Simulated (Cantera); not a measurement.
# Premixed flame

A freely propagating, adiabatic, planar premixed flame of H2 : O2 : N2 = 1 : 0.98 : 3.69 (molar parts), unburnt at 425 K and 1.01 bar; unity-Lewis-number transport, grid criteria slope 0.08 and curve 0.16, no radiation.

Computed with Cantera and the H2/O2 subset of GRI-Mech 3.0, which has no nitrogen chemistry. Unity Lewis numbers drop preferential diffusion, which matters most where H2 and H carry the flame. Burning velocities carry a grid error of a few per cent, more on coarse grids. Lean hydrogen flames are cellular in practice and burn faster than this planar one.

```tsv
z (mm)	T (K)	u (m/s)	x H2	x O2	x H2O	x OH	x HO2	x H2O2
-0.854	425	1.40	0.176	0.173	5.27e-6	<1e-8	5.44e-8	1.08e-8
-0.569	426	1.40	0.176	0.173	9.16e-5	<1e-8	9.41e-7	1.87e-7
-0.427	428	1.41	0.176	0.173	0.000365	<1e-8	3.76e-6	7.34e-7
-0.285	444	1.46	0.174	0.172	0.00235	6.07e-8	2.48e-5	4.34e-6
-0.142	616	2.00	0.155	0.163	0.0238	5.29e-5	0.000236	2.10e-5
-0.0711	898	2.86	0.117	0.146	0.0635	0.000609	0.000197	1.77e-5
0	1212	3.79	0.0586	0.119	0.120	0.00287	0.000107	8.92e-6
0.0711	1414	4.35	0.0215	0.0992	0.157	0.00601	6.95e-5	5.12e-6
0.142	1522	4.65	0.0103	0.0930	0.171	0.00721	5.29e-5	3.02e-6
0.285	1625	4.92	0.00537	0.0911	0.180	0.00708	3.67e-5	1.54e-6
0.569	1698	5.12	0.00260	0.0913	0.186	0.00562	2.13e-5	7.95e-7
1.14	1739	5.22	0.000999	0.0918	0.190	0.00373	9.68e-6	4.15e-7
2.28	1756	5.27	0.000331	0.0922	0.192	0.00222	3.73e-6	2.09e-7
```
x: mole fraction of selected species; z is measured from the peak of heat release.

```yaml
laminar_burning_velocity: 140 cm/s
thermal_thickness: 0.285 mm
peak x(OH): 0.00736
peak x(HO2): 0.000263
peak x(H2O2): 2.19e-5
grid_points: 107
```
